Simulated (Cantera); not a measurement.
A diamond (100) surface in a fixed gas of H2 with x(CH4) = 0.025, x(H) = 0.0029, x(CH3) = 0.0001, 0.0207 atm; coverages are run to steady state.

Model: the Harris–Goodwin 1993 mechanism for the reconstructed diamond (100) surface, integrated in Cantera.

One state of this run: growth (µm/h) = 0.275; θ c6HH = 0.418; θ c6H* = 0.0433; θ c6*H = 0.505; θ c6** = 0.0334; θ c6HM = 0.000259. θ: site fractions in the mechanism's names (c6HH fully hydrogenated, c6H* and c6*H radical sites, c6** diradical, c6HM methylated).

Q: Which value of T (K) does it belong to?
(A) 1250
(B) 1100
(C) 1025
(D) 1400

A: A, 1250
